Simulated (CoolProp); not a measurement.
Vapour-liquid equilibrium of R134a (1) + dimethyl ether (2) at 0.0453 MPa; x and y are mole fractions of (1).

Values from CoolProp's multi-fluid Helmholtz-energy mixture model, Tillner-Roth 1994 and Wu 2011; pair parameters Bell 2016.

```csv
x,"bubble temperature, mixture model (°C)","bubble temperature, Raoult's law (°C)","y, mixture model","y, Raoult's law"
0.05,-41.5,-41.8,0.036,0.051
0.125,-41.0,-41.9,0.098,0.128
0.2,-40.7,-41.9,0.170,0.204
0.275,-40.4,-42.0,0.251,0.280
0.35,-40.2,-42.0,0.337,0.356
0.425,-40.2,-42.0,0.426,0.431
0.5,-40.3,-42.1,0.516,0.506
0.575,-40.4,-42.1,0.604,0.581
0.65,-40.7,-42.1,0.687,0.656
0.725,-40.9,-42.2,0.765,0.730
0.8,-41.3,-42.2,0.837,0.804
0.875,-41.7,-42.2,0.903,0.878
0.95,-42.0,-42.3,0.963,0.951
```

The largest gap from Raoult's law is +1.8 K in bubble temperature, at x = 0.425. y crosses x between x = 0.35 and 0.425: the model has an azeotrope there.

Pair parameters are fitted to limited data, so mixtures are less certain than the pure fluids.
